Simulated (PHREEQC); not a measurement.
Make-up at 25 °C: 0.0035 mol NaH2PO4 per kg of water. Closed to the air; pH follows from the charge balance.

Computed with PHREEQC (ion-association model, phreeqc.dat).

The pH is 4.88. The ionic strength is 0.00353 mol/kgw and the specific conductance is 279 µS/cm.

```
species  molality  activity   log γ
-------  --------  --------  ------
Na+       0.00350   0.00328  -0.028
H2PO4-    0.00347   0.00326  -0.027
HPO4-2    2.00e-5   1.55e-5  -0.110
H+        1.38e-5   1.31e-5  -0.026
H3PO4     6.26e-6   6.27e-6   0.000
NaHPO4-   1.06e-7   9.93e-8  -0.027
```

No solid was allowed to form.
